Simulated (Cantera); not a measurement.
Equilibrium for chlorosilane synthesis and conversion: SiCl₄ + H₂

Input: 1 mol SiCl₄, 6.4 mol H₂, at 1025 K and 0.133 bar.

Method: chemical equilibrium by Gibbs-energy minimisation in Cantera with the NASA 1993 tables (ideal gas, pure condensed phases). Candidate condensed phases: Si; 19 gas species. The tables' values for SiCl₃ are old estimates; treat these amounts as uncertain. Kinetics and transport are ignored.

| Item | Value |
|---|---|
| x(H₂) | 0.835 |
| x(SiCl₄) | 0.106 |
| x(HCl) | 0.0300 |
| x(SiHCl₃) | 0.0255 |
| x(SiCl₃) | 0.00182 |
| x(SiH₂Cl₂) | 0.000677 |
| x(SiCl₂) | 0.000648 |
| x(SiH₃Cl) | 4.64e-6 |
| gas amount | 7.412 mol |
| log10 activity of Si(s) (absent) | -0.47 |
